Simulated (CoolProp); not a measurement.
Vapour-liquid equilibrium of CH2F2 (R32) (1) + isobutane (2) at 1130 kPa; x and y are mole fractions of (1).

Values from CoolProp's multi-fluid Helmholtz-energy mixture model, Tillner-Roth 1997 and Bücker 2006; pair parameters Bell 2016.

Give the bubble temperature and the first vapour's composition at x = 0.25, 0.45, 0.65. Is there an azeotrope?

x = 0.25: 292.2 K, y = 0.739; x = 0.45: 285.2 K, y = 0.803; x = 0.65: 283.6 K, y = 0.825. y crosses x between x = 0.85 and 0.95: the model has an azeotrope there.

Pair parameters are fitted to limited data, so mixtures are less certain than the pure fluids. With so large a gap from Raoult's law the liquid may split in two, which this calculation doesn't test in full.
